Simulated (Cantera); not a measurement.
Charge: 1 mol Si₂H₆, 0.25 mol O₂, 120 mol N₂, at 1002 °C and 0.0100 bar.

These are equilibrium values from Cantera (NASA tables, ideal gas, pure condensed phases), not measurements of a reactor. Candidate condensed phases: H₂O, Si, SiO₂, Si₂N₂O, Si₃N₄; 35 gas species. The feed counts by its element totals alone. N₂ is the only nitrogen source here; it is nearly inert below about 1500 K, so the nitride shown seldom forms there in practice. Mutual solubility and eutectic melting of coexisting phases are not modelled. The numbers say what is thermodynamically allowed, not how fast it happens.

Base state: N₂ 0.975, H₂ 0.0246 (mole fractions); condensed: Si₂N₂O(s) + Si₃N₄(s).

Q: What changes in the equilibrium state with this change: temperature from 1002 °C to 1427 °C?

A: 
```tsv
species	before	after
N₂	0.975	0.972
H₂	0.0246	0.0244
SiO	4.02e-9	0.00335
H	1.16e-6	0.000230
Si	<1e-9	2.00e-5
Si₂N₂O(s), mol	0.500	0.0905
Si₃N₄(s), mol	0.333	0.469
```
